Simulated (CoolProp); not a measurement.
Vapour-liquid equilibrium of 1-butene (1) + n-butane (2) at 0.592 MPa; x and y are mole fractions of (1).

The numbers come from the multi-fluid Helmholtz-energy mixture model, Lemmon 2005 and Bücker 2006; pair parameters Bell 2016 in CoolProp.

| x | bubble temperature (K) | y at the bubble point | dew temperature at overall composition x (K) | liquid density (mol/L) |
|---|---|---|---|---|
| 0.05 | 329.7 | 0.058 | 329.8 | 9.209 |
| 0.15 | 328.9 | 0.172 | 329.0 | 9.279 |
| 0.25 | 328.0 | 0.282 | 328.3 | 9.350 |
| 0.35 | 327.2 | 0.389 | 327.5 | 9.421 |
| 0.45 | 326.4 | 0.491 | 326.7 | 9.493 |
| 0.55 | 325.7 | 0.589 | 326.0 | 9.565 |
| 0.65 | 325.0 | 0.684 | 325.2 | 9.638 |
| 0.75 | 324.3 | 0.776 | 324.5 | 9.711 |
| 0.85 | 323.7 | 0.866 | 323.8 | 9.786 |
| 0.95 | 323.2 | 0.955 | 323.2 | 9.862 |

No azeotrope shows between x = 0.05 and 0.95.

The pair parameters rest on a limited set of measurements; away from them the model extrapolates.
